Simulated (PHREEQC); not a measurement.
A solution holds 0.004 mol H2SO4, 0.0039 mol ZnSO4 and 0.3 mol MgSO4 per kg of water, at 30 °C. Closed to the air; pH follows from the charge balance.

The numbers come from PHREEQC with the ion-association model, phreeqc.dat.

Problem. The ionic strength comes out as 0.460 mol/kgw. What activity coefficients do HSO4-, Zn(SO4)2-2, SO4-2, H+, Mg+2 get?

Solution. HSO4- 0.73, Zn(SO4)2-2 0.28, SO4-2 0.21, H+ 0.77, Mg+2 0.29.

This is a speciation only: nothing precipitates in the calculation.
